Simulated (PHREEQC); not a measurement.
3 g of hydrous ferric oxide (600 m²/g; 0.2 weak and 0.005 strong sites per Fe, Dzombak-Morel constants, diffuse double layer) in 1 kg of water with 0.005 mol/kgw of an inert sodium salt and 0.00039 mol Na2SO4 and 0.002 mol H3BO3, at 25 °C; the pH is set by adding NaOH or the inert anion's acid. Oxygen is held at 0.21 atm. No CO2 enters from the air. Precipitation was switched off in this run.

All values are PHREEQC results (ion-association model, wateq4f.dat), not measurements.

Predict S sorbed (%) at pH = 5.5, 9.


| pH | S sorbed (%) |
|---|---|
| 5.5 | 99.8 |
| 9 | 0.0 |

The oxide is taken as insoluble; below pH 4 it would dissolve.
